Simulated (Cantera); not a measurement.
A perfectly stirred reactor is fed with 29.1 % H2, 70.9 % O2, equivalence ratio 0.20, at 20.0 Torr; it is held at 1325 K, and followed from long to short residence time.

Computed with Cantera and the H2/O2 subset of GRI-Mech 3.0, which has no nitrogen chemistry. Radical loss at walls, strong at low pressure, is not modelled. The temperature is held fixed by assumption; the heat of reaction is taken as removed at once.

x: mole fraction; the columns are a selection and need not sum to one.

```tsv
τ (s)	x H2	x O2	x H2O2	x H2O	x HO2
1.1	0.000509	0.657	3.17e-7	0.338	5.31e-6
0.43	0.000940	0.656	4.27e-7	0.336	7.86e-6
0.17	(withheld)	0.653	(withheld)	0.333	(withheld)
0.065	0.00314	0.649	7.06e-7	0.328	1.38e-5
0.026	(withheld)	0.641	(withheld)	0.319	1.62e-5
0.010	0.00951	0.627	9.16e-7	0.302	1.76e-5
0.0039	0.0152	0.606	9.06e-7	0.275	1.74e-5
0.0015	0.0226	0.585	8.41e-7	0.241	1.61e-5
```

What belongs in the gaps?


- 0.17, x H2: 0.00171
- 0.17, x H2O2: 5.58e-7
- 0.17, x HO2: 1.08e-5
- 0.026, x H2: 0.00550
- 0.026, x H2O2: 8.35e-7
